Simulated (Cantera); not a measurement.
A perfectly stirred reactor is fed with CH4 : H2O : H2 = 1 : 0.64 : 0.051 (molar parts), at 0.306 atm; it is held at 1448 K, and followed from long to short residence time.

Computed with Cantera and GRI-Mech 3.0 (53 species, 325 reactions). GRI-Mech 3.0 stops at C3 and has no aromatics, soot or wall deposition, so with more carbon than oxygen in the feed, carbon stays in small species such as C2H2 where larger ones or solid carbon would form.

Problem. What does this change do: H2 0.051 to 0.19 parts?

Solution. 
| quantity | before | after |
|---|---|---|
| x(CH4) at τ = 0.370 s | 0.505 | 0.476 |
| x(H2O) at τ = 0.370 s | 0.359 | 0.335 |
| x(H2) at τ = 0.370 s | 0.108 | 0.165 |
| x(CO) at τ = 0.370 s | 0.000353 | 0.000262 |
| x(C2H2) at τ = 0.370 s | 0.0231 | 0.0192 |
| x(CH4) at τ = 33.0 ms | 0.583 | 0.540 |
| x(H2O) at τ = 33.0 ms | 0.377 | 0.349 |
| x(H2) at τ = 33.0 ms | 0.0364 | 0.109 |
| x(CO) at τ = 33.0 ms | 8.91e-6 | 6.90e-6 |
| x(C2H2) at τ = 33.0 ms | 0.000742 | 0.000641 |
